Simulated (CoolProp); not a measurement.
Vapour-liquid equilibrium of trans-2-butene (1) + acetone (2) at 48.85 °C; x and y are mole fractions of (1).

The numbers come from the multi-fluid Helmholtz-energy mixture model, Lemmon 2005 and Lemmon 2006; pair parameters Bell 2016 in CoolProp.

Q: Give the bubble pressure and the first vapour's composition at x = 0.05, 0.35, 0.95. Is there an azeotrope?

A: x = 0.05: 1.298 bar, y = 0.410; x = 0.35: 3.232 bar, y = 0.806; x = 0.95: 4.583 bar, y = 0.970. No azeotrope shows between x = 0.05 and 0.95.

The pair parameters rest on a limited set of measurements; away from them the model extrapolates. With so large a gap from Raoult's law the liquid may split in two, which this calculation doesn't test in full.
